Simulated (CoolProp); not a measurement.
Vapour-liquid equilibrium of R13 (1) + n-butane (2) at -71.15 °C; x and y are mole fractions of (1).

Computed with CoolProp (multi-fluid Helmholtz-energy mixture model, Platzer 1990 and Bücker 2006; pair parameters Bell 2016). This equation is an older, rougher fit; its heat capacities, sound speeds and derivatives of the liquid may be far off and weren't checked against measurements.

```json
[
 {"x": "0.05", "bubble pressure (MPa)": "0.02398", "y at the bubble point": "0.909", "dew pressure at overall composition x (MPa)": "0.002380", "liquid density (mol/L)": "11.68"},
 {"x": "0.15", "bubble pressure (MPa)": "0.05668", "y at the bubble point": "0.964", "dew pressure at overall composition x (MPa)": "0.002659", "liquid density (mol/L)": "11.92"},
 {"x": "0.25", "bubble pressure (MPa)": "0.07904", "y at the bubble point": "0.976", "dew pressure at overall composition x (MPa)": "0.003012", "liquid density (mol/L)": "12.17"},
 {"x": "0.35", "bubble pressure (MPa)": "0.09480", "y at the bubble point": "0.981", "dew pressure at overall composition x (MPa)": "0.003474", "liquid density (mol/L)": "12.42"},
 {"x": "0.45", "bubble pressure (MPa)": "0.1067", "y at the bubble point": "0.984", "dew pressure at overall composition x (MPa)": "0.004102", "liquid density (mol/L)": "12.67"},
 {"x": "0.55", "bubble pressure (MPa)": "0.1167", "y at the bubble point": "[?]", "dew pressure at overall composition x (MPa)": "0.005007", "liquid density (mol/L)": "12.93"},
 {"x": "0.65", "bubble pressure (MPa)": "0.1261", "y at the bubble point": "0.989", "dew pressure at overall composition x (MPa)": "0.006426", "liquid density (mol/L)": "13.20"},
 {"x": "0.75", "bubble pressure (MPa)": "[?]", "y at the bubble point": "0.991", "dew pressure at overall composition x (MPa)": "0.008964", "liquid density (mol/L)": "13.47"},
 {"x": "0.85", "bubble pressure (MPa)": "0.1478", "y at the bubble point": "0.994", "dew pressure at overall composition x (MPa)": "0.01481", "liquid density (mol/L)": "13.75"},
 {"x": "0.95", "bubble pressure (MPa)": "0.1618", "y at the bubble point": "[?]", "dew pressure at overall composition x (MPa)": "0.04238", "liquid density (mol/L)": "14.03"}
]
```

Task: What belongs in the gaps?

Result: 
- 0.55, y at the bubble point: 0.987
- 0.75, bubble pressure (MPa): 0.1362
- 0.95, y at the bubble point: 0.998

No azeotrope shows between x = 0.05 and 0.95.

The pair parameters rest on a limited set of measurements; away from them the model extrapolates. With so large a gap from Raoult's law the liquid may split in two, which this calculation doesn't test in full.
